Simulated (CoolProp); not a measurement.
Vapour-liquid equilibrium of isohexane (1) + n-hexane (2) at 371.2 K; x and y are mole fractions of (1).

Values from CoolProp's multi-fluid Helmholtz-energy mixture model, Lemmon 2006 and Thol 2019; pair parameters Bell 2016.

```tsv
x	bubble pressure (bar)	y at the bubble point	dew pressure at overall composition x (bar)	liquid density (mol/L)
0.05	2.375	0.062	2.369	6.761
0.125	2.423	0.151	2.409	6.754
0.2	2.472	0.237	2.450	6.747
0.275	2.519	0.320	2.493	6.740
0.35	2.566	0.400	2.537	6.733
0.425	2.613	0.477	2.581	6.726
0.5	2.659	0.551	2.627	6.720
0.575	2.703	0.623	2.673	6.713
0.65	2.747	0.693	2.720	6.707
0.725	2.790	0.762	2.767	6.700
0.8	2.832	0.828	2.815	6.694
0.875	2.873	0.893	2.862	6.689
0.95	2.914	0.958	2.909	6.683
```

No azeotrope shows between x = 0.05 and 0.95.

The pair parameters rest on a limited set of measurements; away from them the model extrapolates.
